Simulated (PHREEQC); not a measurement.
# Reverse-osmosis permeate: speciation

Synthetic water in mg/kgw, 25 °C, pH 5.76, pe 9.4:

| constituent | mg/kgw |
|---|---|
| Na | 1.16 |
| K | 3.42 |
| Ca | 1.36 |
| Mg | 1.83 |
| Cl | 3.74 |
| S(6) as SO4 | 7.68 |
| Alkalinity as HCO3 | 6.17 |
| Cd | 0.00524 |
| Zn | 0.0138 |

Valence states are taken as typed.

Model: ion-association model, phreeqc.dat, run in PHREEQC.

This is a speciation only: nothing precipitates in the calculation.

Q: What charge-balance error does the model give?

A: charge-balance error -1.3 %.

Q: In which forms is Cd present?

A: Cd+2 97 %, CdSO4 1.8 %, CdCl+ 0.9 % of the Cd.

Complexes and solids missing from the database can't appear.
